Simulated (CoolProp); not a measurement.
Computed with CoolProp (reference Helmholtz-energy equation of state, Penoncello 2003).

Task: For CHF3 (R23), give the phase and the speed of sound (m/s), viscosity (µPa s), conductivity (mW/(m K)) at 451.2 K and 1.51 MPa; 451.2 K and 12.1 MPa.

Result: 
- 451.2 K and 1.51 MPa: gas; speed of sound 244, viscosity 21.7, conductivity 23.3
- 451.2 K and 12.1 MPa: supercritical; speed of sound 238, viscosity 27.2, conductivity 36.3

Viscosity comes from a separate model (Shan 2000). Thermal conductivity comes from a separate model (Shan 2000).
